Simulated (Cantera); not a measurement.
A closed system holds: 1 mol SiHCl₃, 0.028 mol HCl, 5.7 mol H₂, equilibrated at 15.0 Torr.

Method: chemical equilibrium by Gibbs-energy minimisation in Cantera with the NASA 1993 tables (ideal gas, pure condensed phases). Candidate condensed phases: Si; 19 gas species. The tables' values for SiCl₃ are old estimates; treat these amounts as uncertain. Kinetics and transport are ignored.

### Question
At 1073 K, list the 5 most abundant gas species with their mole fractions, and the condensed phases.

### Answer
H₂ 0.848, SiCl₄ 0.0761, HCl 0.0492, SiHCl₃ 0.0161, SiCl₂ 0.00556. Condensed: Si(s).
